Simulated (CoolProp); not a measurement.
The fluid at 392.17 K and 0.0999 MPa is throttled through a valve to 0.0132 MPa with no heat exchange. The same conditions are run with several fluids, on thermodynamics alone (safety and materials aside).

Values from CoolProp's reference Helmholtz-energy equation of state of each fluid (hexamethyldisiloxane (MM): Thol 2016; propyne: Polt 1992; R113: Marx 1992; 1,2-dichloroethane: Thol 2015; methanol: de Reuck 1993). The equations of Platzer and Polt are older, rougher fits.

Task: Rank hexamethyldisiloxane (MM), propyne, R113, 1,2-dichloroethane, methanol by temperature change (K), highest first.

Result: propyne (-0.8), R113 (-1.3), hexamethyldisiloxane (MM) (-1.9), 1,2-dichloroethane (-2.1), methanol (-4.0)

```json
[
 {"fluid": "hexamethyldisiloxane (MM)", "final density (kg/m³)": "0.665"},
 {"fluid": "propyne", "final density (kg/m³)": "0.163"},
 {"fluid": "R113", "final density (kg/m³)": "0.763"},
 {"fluid": "1,2-dichloroethane", "final density (kg/m³)": "0.404"},
 {"fluid": "methanol", "final density (kg/m³)": "0.131"}
]
```
